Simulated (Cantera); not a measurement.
An isothermal, constant-pressure homogeneous reactor starts with CH₄ : H₂ : N₂ = 0.01 : 1 : 0.00025 (molar parts), at 1923 K and 0.132 atm.

Cantera simulation using GRI-Mech 3.0 (53 species, 325 reactions); the numbers are that mechanism's predictions, not measurements. GRI-Mech 3.0 stops at C3 and has no aromatics, soot or wall deposition, so with more carbon than oxygen in the feed, carbon stays in small species such as C2H2 where larger ones or solid carbon would form.

One state of this run: x CH₄ = 0.00772; x H₂ = 0.988; x C₂H₂ = 0.000870; x C₂H = 3.10e-8; x HCN = 2.39e-10; x CH₂ = 1.11e-6; x H = 0.00247. x: mole fraction; the columns are a selection and need not sum to one.

Problem. Which value of t (s) does it belong to?
A) 0.0540
B) 0.0111
C) 1.27
D) 0.00229

Solution. B, 0.0111
